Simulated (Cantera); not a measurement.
A freely propagating, adiabatic, planar premixed flame of CH₄ : O₂ : N₂ = 1 : 1.54 : 5.78 (molar parts), equivalence ratio 1.3, unburnt at 450 K and 0.100 bar; mixture-averaged transport, grid criteria slope 0.08 and curve 0.16, no radiation.

Detailed kinetics in Cantera: GRI-Mech 3.0 (53 species, 325 reactions). Burning velocities carry a grid error of a few per cent, more on coarse grids.

x: mole fraction of selected species; z is measured from the peak of heat release.

```csv
z (mm),T (K),u (m/s),x CH₄,x O₂,x CH₂CO,x C₂H₄,x HCO,x H₂
-9.33,450,0.937,0.120,0.185,<1e-8,<1e-8,<1e-8,0.00123
-6.22,451,0.942,0.120,0.184,<1e-8,8.42e-8,<1e-8,0.00473
-4.66,458,0.962,0.118,0.183,…,1.12e-6,<1e-8,0.00992
-3.11,538,1.14,0.112,0.177,…,2.97e-5,<1e-8,0.0215
-1.55,1000,2.18,0.0765,0.138,…,0.000447,1.67e-6,0.0405
-0.777,1409,3.12,0.0407,0.0938,0.000136,0.000984,2.91e-5,0.0495
0,1761,3.95,0.0110,0.0469,0.000138,0.000668,7.70e-5,0.0524
0.777,1923,4.32,0.00137,0.0191,…,8.22e-5,3.69e-5,0.0481
1.55,1965,4.41,0.000105,0.00822,…,2.95e-6,5.43e-6,0.0442
3.11,1980,4.43,5.10e-7,0.00335,…,<1e-8,6.65e-8,0.0432
6.22,1989,4.44,<1e-8,0.00256,<1e-8,<1e-8,2.31e-8,0.0443
12.4,1998,4.45,<1e-8,0.00234,<1e-8,<1e-8,2.18e-8,0.0445
24.9,2014,4.48,<1e-8,0.00206,<1e-8,<1e-8,2.00e-8,0.0443
```

Task: What belongs in the gaps?

Result: 
- -4.66, x CH₂CO: 1.77e-8
- -3.11, x CH₂CO: 9.02e-7
- -1.55, x CH₂CO: 3.96e-5
- 0.777, x CH₂CO: 3.23e-5
- 1.55, x CH₂CO: 2.99e-6
- 3.11, x CH₂CO: 2.43e-8
